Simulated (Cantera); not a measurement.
Input (Python, Cantera) and output of one run.

```python
import numpy as np
import cantera as ct

gas_names = """
    CL2 MgCL2 F2 CL Mg
""".split()
cond_names = """
    MgF2(s) MgF2(L)
""".split()


# ... load() reads the species with a 1 bar reference pressure and builds the phases ...
species = {s.name: s for s in load("nasa_gas.yaml", gas_names) + load("nasa_condensed.yaml", cond_names)}
# Each term lists the table entries of one substance; the one whose range holds T is used.
reactions = {
    'MgF2 + Cl2(g) = MgCl2(g) + F2(g)':
        [(-1, ['MgF2(s)', 'MgF2(L)']), (-1, ['CL2']), (1, ['MgCL2']), (1, ['F2'])],
    '2 Cl(g) + Mg(g) = MgCl2(g)':
        [(-2, ['CL']), (-1, ['Mg']), (1, ['MgCL2'])],
}


def pick(names, T):
    return next(species[n] for n in names if species[n].thermo.min_temp <= T <= species[n].thermo.max_temp)


results = []
for label, terms in reactions.items():
    print(label)
    print("     T/K   dH/kJ  dS/(J/K)   dG/kJ   log10 K")
    for T in [1400, 1500, 1600, 1700, 1800, 1900, 2000, 2100, 2200]:
        used = [(nu, pick(names, T)) for nu, names in terms]
        dH = sum(nu * s.thermo.h(T) for nu, s in used) / 1e6
        dS = sum(nu * s.thermo.s(T) for nu, s in used) / 1e3
        dG = dH - T * dS / 1e3
        logK = -dG * 1e6 / (ct.gas_constant * T * np.log(10))
        results.append((label, T, dH, dS, dG, logK, [s.name for _, s in used]))
        print(f"{T:8g} {dH:8.1f} {dS:8.1f} {dG:8.1f} {logK:8.2f}")
```

It prints:

```
MgF2 + Cl2(g) = MgCl2(g) + F2(g)
     T/K   dH/kJ  dS/(J/K)   dG/kJ   log10 K
    1400    713.0    175.4    467.5   -17.44
    1500    710.9    173.9    450.0   -15.67
    1600    649.4    133.9    435.1   -14.21
    1700    646.2    132.0    421.8   -12.96
    1800    643.0    130.2    408.7   -11.86
    1900    639.8    128.4    395.8   -10.88
    2000    636.6    126.8    383.1   -10.00
    2100    633.3    125.2    370.5    -9.21
    2200    630.1    123.7    358.0    -8.50
2 Cl(g) + Mg(g) = MgCl2(g)
     T/K   dH/kJ  dS/(J/K)   dG/kJ   log10 K
    1400   -787.1   -209.9   -493.2    18.40
    1500   -787.3   -210.0   -472.2    16.44
    1600   -787.5   -210.2   -451.2    14.73
    1700   -787.7   -210.3   -430.2    13.22
    1800   -787.8   -210.4   -409.2    11.87
    1900   -788.0   -210.4   -388.1    10.67
    2000   -788.1   -210.5   -367.1     9.59
    2100   -788.2   -210.6   -346.0     8.61
    2200   -788.3   -210.6   -325.0     7.72
```

Cantera with NASA thermochemical tables; ideal gases at 1 bar, condensed phases pure. Condensed species are held in their standard states even where they would react or evaporate.
